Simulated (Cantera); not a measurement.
Input (Python, Cantera):

```python
import numpy as np
import cantera as ct

surf = ct.Interface("ptcombust.yaml", "Pt_surf")
gas = surf.adjacent["gas"]
gas.TPX = 1150, 110000, {'CH4': 0.0035, 'O2': 0.025, 'N2': 0.79}
surf.TP = 1150, 110000
reactor = ct.FlowReactor(gas, clone=False)
reactor.area = 0.0001  # m2
reactor.surface_area_to_volume_ratio = 2000  # 1/m
reactor.mass_flow_rate = 0.76 * reactor.area * gas.density  # inlet velocity 0.76 m/s
reactor.energy_enabled = False
wall = ct.ReactorSurface(surf, reactor, clone=False)
net = ct.ReactorNet([reactor])
net.rtol, net.atol = 1e-8, 1e-16
show, cover = ['CH4', 'O2', 'H2O', 'CO2', 'CO'], ['PT(S)', 'H(S)', 'O(S)', 'OH(S)', 'CO(S)', 'C(S)']

rows = []
print(f"{'z/m':>9s}{'u/(m/s)':>9s}" + "".join(f"{s:>13s}" for s in show + cover))
for z in [3e-05, 5.8e-05, 0.00011, 0.00022, 0.00042, 0.00081, 0.0016, 0.003]:
    net.advance(z)
    rows.append([reactor.speed, *gas[show].X, *surf[cover].coverages])
    print(f"{z:9.4g}{rows[-1][0]:9.3g}" + "".join(f"{x:13.4e}" for x in rows[-1][1:]))
```

It prints:

```
      z/m  u/(m/s)          CH4           O2          H2O          CO2           CO        PT(S)         H(S)         O(S)        OH(S)        CO(S)         C(S)
    3e-05     0.76   4.1175e-03   3.0229e-02   3.1680e-04   1.5312e-04   5.2439e-06   4.4419e-01   4.8568e-07   5.5548e-01   3.2135e-04   8.8557e-06   1.0725e-07
  5.8e-05     0.76   3.9744e-03   2.9943e-02   6.0270e-04   2.9615e-04   5.0983e-06   4.4465e-01   6.1424e-07   5.5494e-01   4.0598e-04   8.5857e-06   1.0387e-07
  0.00011     0.76   3.7206e-03   2.9437e-02   1.1093e-03   5.4960e-04   4.7843e-06   4.4550e-01   7.9408e-07   5.5397e-01   5.2337e-04   8.0871e-06   9.7838e-08
  0.00022     0.76   3.2324e-03   2.8463e-02   2.0831e-03   1.0367e-03   4.1761e-06   4.4721e-01   1.0621e-06   5.5209e-01   6.9552e-04   7.1125e-06   8.6044e-08
  0.00042     0.76   2.4949e-03   2.6993e-02   3.5531e-03   1.7718e-03   3.2474e-06   4.4992e-01   1.3813e-06   5.4918e-01   8.9490e-04   5.5963e-06   6.7697e-08
  0.00081     0.76   1.4913e-03   2.4995e-02   5.5519e-03   2.7709e-03   1.9629e-06   4.5383e-01   1.7409e-06   5.4506e-01   1.1103e-03   3.4389e-06   4.1592e-08
   0.0016     0.76   5.1356e-04   2.3049e-02   7.4984e-03   3.7436e-03   6.8531e-07   4.5789e-01   2.0499e-06   5.4082e-01   1.2860e-03   1.2190e-06   1.4734e-08
    0.003     0.76   7.5472e-05   2.2176e-02   8.3720e-03   4.1800e-03   1.0328e-07   4.5981e-01   2.1808e-06   5.3883e-01   1.3576e-03   1.8221e-07   2.1943e-09
```

Cantera simulation using Deutschmann's 1995 Pt surface mechanism with GRI-Mech 3.0 gas chemistry; the numbers are that mechanism's predictions, not measurements. Catalytic surfaces can have several steady states; this one follows from the mechanism file's or the stated starting coverage. Mass transfer to the wall is taken as infinitely fast.
